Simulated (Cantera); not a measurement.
What does this Cantera script print?

```python
import numpy as np
import cantera as ct

gas_names = [...]  # 118 gases of nasa_gas.yaml made of C, Cl, F, H
cond_names = """
    C(gr) C6H6(L) C7H8(L) C8H18(L),n-octa
""".split()


# ... load() reads the species with a 1 bar reference pressure and builds the phases ...
atoms = {
    'c-C4F8': {'C': 4, 'F': 8},
    'HCl': {'H': 1, 'CL': 1},
}
top_T = {'C(gr)': 4500}  # K; cautious upper limits of use, not melting points


# ... equilibrate(T, P, feed) seeds the gas with the atoms and calls Mixture.equilibrate('TP', solver="vcs", rtol=1e-11, max_steps=5000) ...
results = []
feed = {'c-C4F8': 1, 'HCl': 1.7}  # mol
T = 2298.15  # K
P = 10000  # Pa
mix = equilibrate(T, P, feed)
results.append((T, P, feed, dict(zip(mix.species_names, mix.species_moles))))
x = sorted(zip(gas.X, gas.species_names), reverse=True)
print(f"T = {T:g} K  P = {P:g} Pa  gas = {mix.phase_moles(0):.4g} mol")
print("   x: " + "  ".join(f"{s} {v:.3e}" for v, s in x if v > 1e-05))
print("   condensed (mol): " + ("  ".join(f"{mix.phase(i).name} {mix.phase_moles(i):.4g}"
      for i in range(1, mix.n_phases) if mix.phase_moles(i) > 1e-12) or "none"))
```

Result:

```
T = 2298.15 K  P = 10000 Pa  gas = 5.539 mol
   x: HF 3.039e-01  CL 2.978e-01  CF4 1.981e-01  CF2 1.333e-01  F 5.032e-02  CF3 8.814e-03  HCL 2.947e-03  CL2 2.231e-03  CCLF3 9.788e-04  CF 8.330e-04  CLF 6.474e-04  C2F4 1.023e-05
   condensed (mol): C(gr) 2.105
```

Equilibrium computed with Cantera from the NASA thermochemical tables; the gas is ideal and each condensed phase is pure. The feed counts by its element totals alone. The tables' values for C2F4 are old estimates; treat these amounts as uncertain. Gases not in the tables: C2F6 and larger saturated fluorocarbons.
